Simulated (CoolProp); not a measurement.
Vapour-liquid equilibrium of R125 (1) + n-butane (2) at 0.66 MPa; x and y are mole fractions of (1).

Values from CoolProp's multi-fluid Helmholtz-energy mixture model, Lemmon 2005 and Bücker 2006; pair parameters Bell 2016.

```json
[
 {"x": "0.05", "bubble temperature, mixture model (K)": "316.4", "bubble temperature, Raoult's law (K)": "327.1", "y, mixture model": "0.362", "y, Raoult's law": "0.210"},
 {"x": "0.2", "bubble temperature, mixture model (K)": "…", "bubble temperature, Raoult's law (K)": "310.6", "y, mixture model": "0.728", "y, Raoult's law": "0.573"},
 {"x": "0.35", "bubble temperature, mixture model (K)": "…", "bubble temperature, Raoult's law (K)": "299.2", "y, mixture model": "…", "y, Raoult's law": "0.752"},
 {"x": "0.5", "bubble temperature, mixture model (K)": "278.3", "bubble temperature, Raoult's law (K)": "290.7", "y, mixture model": "…", "y, Raoult's law": "0.855"},
 {"x": "0.65", "bubble temperature, mixture model (K)": "276.4", "bubble temperature, Raoult's law (K)": "284.0", "y, mixture model": "0.863", "y, Raoult's law": "0.919"},
 {"x": "0.8", "bubble temperature, mixture model (K)": "…", "bubble temperature, Raoult's law (K)": "278.6", "y, mixture model": "…", "y, Raoult's law": "0.962"},
 {"x": "0.95", "bubble temperature, mixture model (K)": "273.0", "bubble temperature, Raoult's law (K)": "274.0", "y, mixture model": "0.963", "y, Raoult's law": "0.992"}
]
```

Problem. Fill in the missing entries.

Solution. 
- 0.2, bubble temperature, mixture model (K): 289.7
- 0.35, bubble temperature, mixture model (K): 281.5
- 0.35, y, mixture model: 0.808
- 0.5, y, mixture model: 0.839
- 0.8, bubble temperature, mixture model (K): 274.6
- 0.8, y, mixture model: 0.896

The largest gap from Raoult's law is -20.9 K in bubble temperature, at x = 0.2. No azeotrope shows between x = 0.05 and 0.95.

The pair parameters rest on a limited set of measurements; away from them the model extrapolates. With so large a gap from Raoult's law the liquid may split in two, which this calculation doesn't test in full.
